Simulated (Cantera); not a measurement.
Cantera run, input and output.

```python
import numpy as np
import cantera as ct

gas = ct.Solution("gri30.yaml")


def delay(T, t_max=10):
    gas.TPX = T, 500000, {'CH4': 1, 'O2': 4.26, 'N2': 16, 'CO2': 0.029}
    reactor = ct.IdealGasReactor(gas, clone=False)
    net = ct.ReactorNet([reactor])
    net.rtol, net.atol = 1e-8, 1e-16
    while net.time < t_max:
        t_old, T_old = net.time, reactor.T
        net.step()
        if reactor.T > T + 400:  # ignition: a rise of 400 K
            return t_old + (T + 400 - T_old) / (reactor.T - T_old) * (net.time - t_old)
    return np.nan


taus = []
for T in [1050, 1150, 1250, 1350, 1450, 1550, 1650, 1750, 1850]:
    taus.append(delay(T))
    print(f"T0 = {T:6g} K   tau = {taus[-1]:.4e} s")
```

Output:

```
T0 =   1050 K   tau = 5.8007e-02 s
T0 =   1150 K   tau = 1.3179e-02 s
T0 =   1250 K   tau = 3.5807e-03 s
T0 =   1350 K   tau = 1.1122e-03 s
T0 =   1450 K   tau = 3.9090e-04 s
T0 =   1550 K   tau = 1.5501e-04 s
T0 =   1650 K   tau = 6.9073e-05 s
T0 =   1750 K   tau = 3.4206e-05 s
T0 =   1850 K   tau = 1.8530e-05 s
```

Detailed kinetics in Cantera: GRI-Mech 3.0 (53 species, 325 reactions).
